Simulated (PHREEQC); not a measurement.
**Phosphoric acid bath (model solution)**

A solution holds 0.24 mol/kgw KH2PO4 and 0.07 mol/kgw HNO3, at 70 °C. Closed to the air; pH follows from the charge balance.

Model: ion-association model, wateq4f.dat, run in PHREEQC.

Precipitation was switched off in this run.

Task: What pH does the model give?

Result: pH 2.61.

Task: In which forms is P present?

Result: H2PO4- 72 %, H3PO4 28 % of the P.

H3PO4, which wateq4f.dat lacks, is added to it with the constant of phreeqc.dat. Constants without temperature data keep their 25 °C values here.
